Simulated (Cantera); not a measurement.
A closed system holds: 1 mol SiCl₄, 46 mol NH₃, held at 1523.15 K and 220 Pa.

Equilibrium computed with Cantera from the NASA thermochemical tables; the gas is ideal and each condensed phase is pure. Candidate condensed phases: NH₄Cl, Si, Si₃N₄; 28 gas species. Equilibrium is a limit: real reactors are often held back by kinetics, nucleation or transport.

Base state: H₂ 0.718, N₂ 0.240, HCl 0.0390, SiCl₂ 0.00187, H 0.000418, Cl 1.82e-5 (mole fractions); condensed: Si₃N₄(s).

**Question.** What changes in the equilibrium state with this change: temperature from 1523.15 K to 973.15 K?

**Answer.** 
```csv
species,before,after
H₂,0.718,0.718
N₂,0.240,0.239
HCl,0.0390,0.0429
SiCl₂,0.00187,1.78e-8
H,0.000418,1.96e-8
Cl,1.82e-5,1.10e-9
"Si₃N₄(s), mol",0.275,0.333
```

**Question.** What changes in the equilibrium state with this change: temperature from 1523.15 K to 1425 K?

**Answer.** 
```json
[
 {"species": "H₂", "before": "0.718", "after": "0.718"},
 {"species": "N₂", "before": "0.240", "after": "0.240"},
 {"species": "HCl", "before": "0.0390", "after": "0.0418"},
 {"species": "SiCl₂", "before": "0.00187", "after": "0.000522"},
 {"species": "H", "before": "0.000418", "after": "0.000123"},
 {"species": "Cl", "before": "1.82e-5", "after": "5.87e-6"},
 {"species": "Si₃N₄(s), mol", "before": "0.275", "after": "0.317"}
]
```
